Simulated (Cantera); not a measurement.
Feed: 1 mol SiHCl3, 0.11 mol CH4, 8.9 mol H2, at 77.0 mbar.

These are equilibrium values from Cantera (NASA tables, ideal gas, pure condensed phases), not measurements of a reactor. Candidate condensed phases: C, C6H6, C7H8, C8H18, Si, SiC; 109 gas species. Mutual solubility and eutectic melting of coexisting phases are not modelled. Gases not in the tables: Si2H6 and higher silanes. Rates play no part.

Problem. Which condensed phases are stable at each of these points (T (K)): 1048, 1148, 1248, 1348, 1448, 1548, 1648, 1748, 1848, 1948, 2048, 2148, 2248, 2348?

Solution. 
```json
[
 {"T (K)": "1048", "condensed phases": "Si(s) + SiC(s)", "Si condensed (%)": "25.9"},
 {"T (K)": "1148", "condensed phases": "Si(s) + SiC(s)", "Si condensed (%)": "29.7"},
 {"T (K)": "1248", "condensed phases": "Si(s) + SiC(s)", "Si condensed (%)": "31.2"},
 {"T (K)": "1348", "condensed phases": "Si(s) + SiC(s)", "Si condensed (%)": "28.8"},
 {"T (K)": "1448", "condensed phases": "Si(s) + SiC(s)", "Si condensed (%)": "25.2"},
 {"T (K)": "1548", "condensed phases": "Si(s) + SiC(s)", "Si condensed (%)": "22.6"},
 {"T (K)": "1648", "condensed phases": "Si(s) + SiC(s)", "Si condensed (%)": "20.8"},
 {"T (K)": "1748", "condensed phases": "Si(l) + SiC(s)", "Si condensed (%)": "22.1"},
 {"T (K)": "1848", "condensed phases": "Si(l) + SiC(s)", "Si condensed (%)": "25.3"},
 {"T (K)": "1948", "condensed phases": "Si(l) + SiC(s)", "Si condensed (%)": "27.9"},
 {"T (K)": "2048", "condensed phases": "Si(l) + SiC(s)", "Si condensed (%)": "29.4"},
 {"T (K)": "2148", "condensed phases": "Si(l) + SiC(s)", "Si condensed (%)": "28.8"},
 {"T (K)": "2248", "condensed phases": "Si(l) + SiC(s)", "Si condensed (%)": "23.2"},
 {"T (K)": "2348", "condensed phases": "SiC(s)", "Si condensed (%)": "8.6"}
]
```

From 1048 K to 1648 K the condensed part is Si(s) + SiC(s). From 1748 K to 2248 K the condensed part is Si(l) + SiC(s). At 2348 K the condensed part is SiC(s).
